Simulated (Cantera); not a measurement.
Charge: 1 mol CH4, a varied amount of O2, 39 mol H2, 0.49 mol H2O, held at 1.70 bar.

Method: chemical equilibrium by Gibbs-energy minimisation in Cantera with the NASA 1993 tables (ideal gas, pure condensed phases). Candidate condensed phases: C, C6H6, C7H8, C8H18, H2O; 110 gas species. The numbers say what is thermodynamically allowed, not how fast it happens.

What condenses at these points (T in °C, n(O2) in mol): (1275, 0.17); (1575, 0.33); (1175, 0.45); (1275, 0.066); (1775, 0.45)?


```csv
T (°C),n(O2) in mol,condensed phases,C condensed (%)
1275,0.17,C,3.0
1575,0.33,gas only,0.0
1175,0.45,gas only,0.0
1275,0.066,C,23.6
1775,0.45,gas only,0.0
```
